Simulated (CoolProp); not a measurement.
n-heptane at several states: Z from the reference equation and from simpler models built on Tc = 268.1 °C, pc = 2.774 MPa, ω = 0.349; each cubic takes its own stable root.

The numbers come from the reference Helmholtz-energy equation of state, Span 2003 in CoolProp. It is a short technical equation, of lower accuracy than the large ones.

| T (°C) | p (MPa) | phase | reference | Redlich-Kwong | Peng-Robinson |
|---|---|---|---|---|---|
| 76.35 | 1.01 | liquid | 0.05475 | 0.06426 | 0.05430 |
| 61.55 | 2.37 | liquid | 0.1311 | ? | ? |
| 134.05 | 0.0378 | gas | 0.9865 | 0.9896 | 0.9876 |
| 114.75 | 0.0136 | gas | 0.9942 | 0.9958 | 0.9949 |
| -30.65 | 0.0106 | liquid | 0.0007258 | 0.0008500 | ? |
| 222.45 | 0.0184 | gas | 0.9968 | 0.9971 | 0.9967 |

Task: Some entries are withheld; supply them.

Result: 
- 61.55, Redlich-Kwong: 0.1529
- 61.55, Peng-Robinson: 0.1301
- -30.65, Peng-Robinson: 0.0007383
